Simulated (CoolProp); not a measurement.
The numbers come from the reference Helmholtz-energy equation of state, Lemmon 2006 in CoolProp. It is a short technical equation, of lower accuracy than the large ones.

**Question.** For R141b, give the phase and the density (kg/m³), speed of sound (m/s), expansivity (1/kK), viscosity (µPa s) at 500 K and 1050 kPa; 500 K and 3160 kPa; 500 K and 5260 kPa.

**Answer.** 
- 500 K and 1050 kPa: gas; density 31.9, speed of sound 183, expansivity 2.58, viscosity 15.7
- 500 K and 3160 kPa: gas; density 120, speed of sound 152, expansivity 5.42, viscosity 17.1
- 500 K and 5260 kPa: supercritical; density 353, speed of sound 111, expansivity 32.4, viscosity 27.2

Viscosity comes from a separate model (Huber 2003), an estimate that may be off by 10 % or more.
